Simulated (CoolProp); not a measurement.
Values from CoolProp's reference Helmholtz-energy equation of state, Thol 2016.

Problem. Give the vapour pressure (kPa), liquid density (kg/m³), vapour density (kg/m³), enthalpy of vaporisation (kJ/kg) of saturated R1234ze(E) at 250.1 K.

Solution. 
| T (K) | p (kPa) | liquid density (kg/m³) | vapour density (kg/m³) | enthalpy of vaporisation (kJ/kg) |
|---|---|---|---|---|
| 250.1 | 84.6 | 1300 | 4.81 | 198 |
